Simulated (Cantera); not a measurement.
# Hydrocarbon pyrolysis for carbon deposition

An isothermal, constant-pressure homogeneous reactor starts with 2.56 % C₂H₆, 97.4 % N₂, at 1100 K and 0.365 atm.

Detailed kinetics in Cantera: GRI-Mech 3.0 (53 species, 325 reactions). GRI-Mech 3.0 stops at C3 and has no aromatics, soot or wall deposition, so with more carbon than oxygen in the feed, carbon stays in small species such as C2H2 where larger ones or solid carbon would form.

```csv
t (s),x C₂H₆,x CH₃,x CH₂,x C₂H₂,x CH₄,x HCN,x H
0.000400,0.0256,5.46e-7,<1e-12,<1e-12,1.22e-7,<1e-12,7.60e-9
0.000815,0.0256,9.10e-7,<1e-12,8.19e-12,4.44e-7,<1e-12,2.75e-8
0.00166,0.0256,1.33e-6,3.30e-12,3.60e-10,1.46e-6,<1e-12,8.42e-8
0.00338,0.0256,1.97e-6,1.02e-11,1.08e-8,4.44e-6,<1e-12,1.90e-7
0.00688,0.0253,3.14e-6,2.52e-11,1.77e-7,1.42e-5,<1e-12,2.95e-7
0.0140,0.0248,3.70e-6,3.40e-11,1.57e-6,4.16e-5,1.97e-12,3.39e-7
0.0285,0.0236,3.61e-6,3.37e-11,9.00e-6,0.000102,3.01e-12,3.52e-7
0.0581,0.0213,3.37e-6,3.15e-11,4.15e-5,0.000226,3.93e-12,3.72e-7
0.118,0.0171,2.91e-6,2.72e-11,0.000168,0.000478,4.78e-12,4.08e-7
0.241,0.0105,2.15e-6,1.93e-11,0.000597,0.000941,5.53e-12,4.52e-7
0.491,0.00387,1.16e-6,8.55e-12,0.00170,0.00154,6.05e-12,4.33e-7
1.00,0.000884,4.89e-7,2.08e-12,0.00339,0.00192,6.23e-12,2.77e-7
```
x: mole fraction; the columns are a selection and need not sum to one.

Equilibrium at this temperature and pressure: C₂H₆ 7.52e-6, CH₃ 1.08e-7, CH₂ <1e-12, C₂H₂ 0.00403, CH₄ 0.0191, HCN 0.0188, H 5.93e-9 (gas phase only).
